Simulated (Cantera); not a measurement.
## SiCl₄ + NH₃ + N₂ (silicon nitride deposition)

Charge: 1 mol SiCl₄, 1.5 mol NH₃, 2.2 mol N₂, equilibrated at 17.0 mbar.

Cantera equilibrium calculation (NASA polynomials, part measured and part estimated; ideal gas, pure solids and liquids). Candidate condensed phases: NH₄Cl, Si, Si₃N₄; 28 gas species. The tables' values for SiCl₃, SiCl, SiN are old estimates; treat these amounts as uncertain. Equilibrium is a limit: real reactors are often held back by kinetics, nucleation or transport.

| T (°C) | x N₂ | x HCl | x H₂ | x SiCl₂ | x SiCl₄ | x SiCl₃ | x Cl | n Si₃N₄(s) |
|---|---|---|---|---|---|---|---|---|
| 477 | 0.417 | 0.287 | 0.211 | 2.71e-11 | 0.0857 | 1.12e-7 | 1.63e-12 | 0.152 |
| 627 | 0.408 | 0.330 | 0.188 | 5.01e-8 | 0.0742 | 8.84e-6 | 6.66e-10 | 0.175 |
| 777 | 0.402 | 0.359 | 0.172 | 1.04e-5 | 0.0662 | 0.000195 | 4.92e-8 | 0.191 |
| 927 | 0.398 | 0.379 | 0.161 | 0.000549 | 0.0590 | 0.00192 | 1.24e-6 | 0.200 |
| 1077 | 0.396 | 0.381 | 0.156 | 0.0107 | 0.0453 | 0.00987 | 1.47e-5 | 0.188 |
| 1227 | 0.404 | 0.322 | 0.167 | 0.0722 | 0.0150 | 0.0185 | 8.57e-5 | 0.0904 |
| 1377 | 0.413 | 0.265 | 0.182 | 0.127 | 0.00197 | 0.0107 | 0.000339 | 0 |
| 1527 | 0.411 | 0.271 | 0.177 | 0.133 | 0.000384 | 0.00563 | 0.00135 | 0 |
| 1677 | 0.409 | 0.270 | 0.175 | 0.135 | 9.02e-5 | 0.00312 | 0.00426 | 0 |
| 1827 | 0.405 | 0.266 | 0.171 | 0.132 | 2.50e-5 | 0.00182 | 0.0113 | 0 |
x: gas mole fraction; n: condensed amount in mol.

From 477 °C to 1227 °C the condensed part is Si₃N₄(s). From 1377 °C to 1827 °C nothing is condensed. The main Si-bearing gas is SiCl₄ at 477 °C and SiCl₂ at 1827 °C.
